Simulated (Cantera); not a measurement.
Charge: 1 mol MgO, 0.54 mol C, 0.25 mol CO.

Equilibrium computed with Cantera from the NASA thermochemical tables; the gas is ideal and each condensed phase is pure. Candidate condensed phases: C, Mg, MgCO₃, MgO; 15 gas species. Equilibrium is a limit: real reactors are often held back by kinetics, nucleation or transport.

Stable condensed phases, one row left out:

```
T in K \ P in Pa
              10      32     100     320    1000    3200   10000   32000  100000  320000 1000000
   2475        A       A       A       A       B       B       B       B       B       B       B
   2175        A       B       B       B       B       B       B       B       B       C       C
   2025        B       B       B       B       B       B       B       B       C       C       C
   1875        B       B       B       B       B       B       B       C       C       C       C
   1725        B       B       B       B       B       B       C       C       C       C       C
   1575        B       B       B       B       C       C       C       C       C       C       C
   1425        B       B       C       C       C       C       C       C       C       C       C
   1275        C       C       C       C       C       C       C       C       C       C       C
   1125        C       C       C       C       C       C       C       C       C       C       C
    975        C       C       C       C       C       C       C       C       C       C       C
    825        C       C       C       C       C       C       C       C       C       C       C
```

A: gas only; B: MgO; C: C + MgO.

Give the row for 2325 K.

10: gas only; 32: gas only; 100: MgO; 320: MgO; 1000: MgO; 3200: MgO; 10000: MgO; 32000: MgO; 100000: MgO; 320000: MgO; 1000000: C + MgO.
